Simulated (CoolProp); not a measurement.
Properties of R507A along the isotherm 98.65 °C (Tc = 70.6 °C, pc = 37.05 bar, ω = 0.286).

The numbers come from the reference Helmholtz-energy equation of state, Lemmon 2003 in CoolProp. It is a pseudo-pure fit of the blend.

```
p (bar)  phase           Z  speed of sound (m/s)  Joule-Thomson coefficient (K/MPa)  expansivity (1/kK)
-------  -----  ----------  --------------------  ---------------------------------  ------------------
2.32       gas      0.9826                 182.4                              8.469               2.861
4.63       gas      0.9650                 179.8                              8.567               3.047
6.95       gas      0.9469                 177.1                              8.670               3.250
9.26       gas  (withheld)                 174.4                         (withheld)          (withheld)
11.6       gas      0.9097                 171.6                              8.891          (withheld)
13.9       gas      0.8907                 168.9                              9.007               3.990
16.2       gas      0.8713                 166.0                              9.128               4.289
18.5       gas      0.8515                 163.1                              9.254               4.624
```

**Question.** What belongs in the gaps?

**Answer.** 
- 9.26, Z: 0.9286
- 9.26, Joule-Thomson coefficient (K/MPa): 8.777
- 9.26, expansivity (1/kK): 3.473
- 11.6, expansivity (1/kK): 3.720
